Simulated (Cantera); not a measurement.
A closed system holds: 1 mol MgCO3, 0.15 mol H2S, 0.15 mol O2, held at 17000 Pa.

Equilibrium computed with Cantera from the NASA thermochemical tables; the gas is ideal and each condensed phase is pure. Candidate condensed phases: C, C6H6, C7H8, C8H18, H2O, H2SO4, Mg, MgCO3, MgO, Mg(OH)2, MgS, MgSO4, S; 130 gas species. Gases not in the tables: S3 to S7. Kinetics and transport are ignored.

Task: At 950 °C, list the 6 most abundant gas species with their mole fractions, and the condensed phases.

Result: CO2 0.756, H2O 0.112, SO2 0.0772, CO 0.0299, S2 0.0178, H2S 0.00313. Condensed: MgO(s).
